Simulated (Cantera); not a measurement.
Feed: 1 mol CH3F, 0.12 mol F2, at 0.000140 bar.

Cantera equilibrium calculation (NASA polynomials, part measured and part estimated; ideal gas, pure solids and liquids). Candidate condensed phases: C, C6H6, C7H8, C8H18; 110 gas species. Ions and electrons are included (thermal ionisation). The numbers say what is thermodynamically allowed, not how fast it happens.

Question: Which condensed phases are stable at each of these points (T (K)): 2500, 3000, 3500, 4000, 4500, 5000?

Answer: 
```json
[
 {"T (K)": "2500", "condensed phases": "C(graphite)", "C condensed (%)": "95.7"},
 {"T (K)": "3000", "condensed phases": "gas only", "C condensed (%)": "0.0"},
 {"T (K)": "3500", "condensed phases": "gas only", "C condensed (%)": "0.0"},
 {"T (K)": "4000", "condensed phases": "gas only", "C condensed (%)": "0.0"},
 {"T (K)": "4500", "condensed phases": "gas only", "C condensed (%)": "0.0"},
 {"T (K)": "5000", "condensed phases": "gas only", "C condensed (%)": "0.0"}
]
```

At 2500 K the condensed part is C(graphite). From 3000 K to 5000 K nothing is condensed.
